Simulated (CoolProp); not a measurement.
Vapour-liquid equilibrium of R1234yf (1) + R152A (2) at 0.00232 MPa; x and y are mole fractions of (1).

Model: multi-fluid Helmholtz-energy mixture model, Lemmon 2022 and Outcalt 1996; pair parameters Bell 2023, in CoolProp.

Question: Give the bubble temperature and the first vapour's composition at x = 0.15, 0.35, 0.55. Is there an azeotrope?

Answer: x = 0.15: 186.0 K, y = 0.269; x = 0.35: 184.6 K, y = 0.478; x = 0.55: 183.8 K, y = 0.639. No azeotrope shows between x = 0.05 and 0.95.

Pair parameters are fitted to limited data, so mixtures are less certain than the pure fluids.
